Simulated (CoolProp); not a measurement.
Vapour-liquid equilibrium of R125 (1) + R245fa (2) at 0.00376 MPa; x and y are mole fractions of (1).

Computed with CoolProp (multi-fluid Helmholtz-energy mixture model, Lemmon 2005 and Akasaka 2015; pair parameters Bell 2016).

```csv
x,"bubble temperature, mixture model (°C)","bubble temperature, Raoult's law (°C)","y, mixture model","y, Raoult's law"
0.05,-63.6,-60.8,0.753,0.690
0.125,-74.7,-71.8,0.918,0.893
0.2,-80.4,-78.0,0.958,0.947
0.275,-84.1,-82.2,0.974,0.969
0.35,-86.8,-85.3,0.983,0.980
0.425,-88.8,-87.7,0.988,0.987
0.5,-90.5,-89.7,0.991,0.991
0.575,-92.0,-91.4,0.993,0.994
0.65,-93.2,-92.9,0.995,0.996
0.725,-94.4,-94.2,0.997,0.997
0.8,-95.4,-95.3,0.998,0.998
0.875,-96.4,-96.3,0.999,0.999
0.95,-97.3,-97.2,1.000,1.000
```

The largest gap from Raoult's law is -2.9 K in bubble temperature, at x = 0.125. No azeotrope shows between x = 0.05 and 0.95.

Pair parameters are fitted to limited data, so mixtures are less certain than the pure fluids.
